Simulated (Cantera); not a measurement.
A closed system holds: 1 mol B₂O₃, 150 mol H₂, 5.2 mol N₂, 1.9 mol NH₃, at 2298 K and 0.470 bar.

Cantera equilibrium calculation (NASA polynomials, part measured and part estimated; ideal gas, pure solids and liquids). Candidate condensed phases: B, BN, B₂O₃, B₃O₃H₃, H₂O; 39 gas species. The numbers say what is thermodynamically allowed, not how fast it happens.

Base state: H₂ 0.933, N₂ 0.0382, H 0.0135, HBO 0.00806, H₂O 0.00365, HBO₂ 0.00231, BO 0.00131, B₂O₃ 0.000231 (mole fractions); condensed: gas only.

**Question.** What changes in the equilibrium state with this change: pressure from 0.470 bar to 0.00170 bar?

**Answer.** 
```tsv
species	before	after
H₂	0.933	0.749
H	0.0135	0.201
N₂	0.0382	0.0344
BO	0.00131	0.00751
O	8.39e-8	3.36e-5
OH	8.49e-6	0.000183
B₂O₂	0.000129	1.53e-5
BO₂	6.46e-6	5.37e-5
```

**Question.** What changes in the equilibrium state with this change: temperature from 2298 K to 1973.15 K?

**Answer.** 
```json
[
 {"species": "H₂", "before": "0.933", "after": "0.946"},
 {"species": "N₂", "before": "0.0382", "after": "0.0384"},
 {"species": "HBO", "before": "0.00806", "after": "0.00739"},
 {"species": "H", "before": "0.0135", "after": "0.00192"},
 {"species": "H₂O", "before": "0.00365", "after": "0.00224"},
 {"species": "BO", "before": "0.00131", "after": "0.000223"},
 {"species": "B₂O₃", "before": "0.000231", "after": "0.000536"},
 {"species": "HBO₂", "before": "0.00231", "after": "0.00347"},
 {"species": "B₂O₂", "before": "0.000129", "after": "0.000164"}
]
```
